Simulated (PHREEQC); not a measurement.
**Silver or lead bath: an equilibrium model**

Solution (5 °C and 50 atm): 0.0042 mol Pb(NO3)2, 0.13 mol KNO3 and 0.031 mol Zn(NO3)2 per kg of water. Closed to the air; pH follows from the charge balance.

Model: ion-association model, phreeqc.dat, run in PHREEQC.

```yaml
pH: 5.36
ionic_strength: 0.232 mol/kgw
activity_of_water: 0.994
specific_conductance: 12300 µS/cm
density: 1.017 g/cm³
```

```csv
species,molality,activity,log γ
NO3-,0.198,0.137,-0.161
K+,0.130,0.0921,-0.150
Zn+2,0.0310,0.00910,-0.532
Pb+2,0.00224,0.000702,-0.504
PbNO3+,0.00195,0.00146,-0.126
H+,5.47e-6,4.36e-6,-0.099
PbOH+,4.21e-6,3.15e-6,-0.126
Pb2OH+3,6.53e-7,4.80e-8,-1.134
ZnOH+,5.92e-7,4.43e-7,-0.126
Zn(OH)2,5.81e-9,6.13e-9,0.023
```

No solid was allowed to form. Under pressure, the constants of complexes without a molar volume in the database are unreliable. Away from 25 °C the constants follow the database's enthalpies or fits; those with neither stay at their 25 °C values.
